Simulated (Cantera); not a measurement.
A closed system holds: 1 mol V2O5, 0.6 mol H2, at 100000 Pa.

These are equilibrium values from Cantera (NASA tables, ideal gas, pure condensed phases), not measurements of a reactor. Candidate condensed phases: H2O, V, VO, V2O3, V2O4, V2O5; 12 gas species. Mutual solubility and eutectic melting of coexisting phases are not modelled. Condensed phases not in the tables: the oxides between V2O3 and V2O5 other than VO2. Gases not in the tables: V4O10. Kinetics and transport are ignored. All values below are at 1225 °C.

Base state: H2O 0.969, O2 0.0309, OH 0.000148, H2 1.01e-5 (mole fractions); condensed: V2O4(s) + V2O5(l).

### Question
What changes in the equilibrium state with this change: H2 from 0.6 to 67 mol?

### Answer
| species | before | after |
|---|---|---|
| H2 | 1.01e-5 | 0.970 |
| H2O | 0.969 | 0.0299 |
| H | 5.47e-8 | 1.69e-5 |
| O2 | 0.0309 | <1e-9 |
| OH | 0.000148 | 1.48e-8 |
| V2O4(s), mol | 0.638 | 0 |
| V2O5(l), mol | 0.362 | 0 |
| V2O3(s), mol | 0 | 1.00 |

### Question
What changes in the equilibrium state with this change: H2 from 0.6 to 39 mol?

### Answer
```
species         before    after
------------  --------  -------
H2             1.01e-5    0.949
H2O              0.969   0.0513
H              5.47e-8  1.67e-5
O2              0.0309    <1e-9
OH            0.000148  2.57e-8
V2O4(s), mol     0.638        0
V2O5(l), mol     0.362        0
V2O3(s), mol         0     1.00
```
